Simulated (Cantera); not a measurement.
Charge: 1 mol toluene, 14 mol H2, equilibrated at 598 K and 0.133 bar.

Equilibrium computed with Cantera from the NASA thermochemical tables; the gas is ideal and each condensed phase is pure. Candidate condensed phases: C, C6H6, C7H8, C8H18; 76 gas species. Rates play no part.

Base state: CH4 0.636, H2 0.364 (mole fractions); condensed: gas only.

### Question
What changes in the equilibrium state with this change: pressure from 0.133 bar to 1.33 mbar?

### Answer
```tsv
species	before	after
H2	0.364	0.894
CH4	0.636	0.106
C(graphite), mol	0	5.27
```
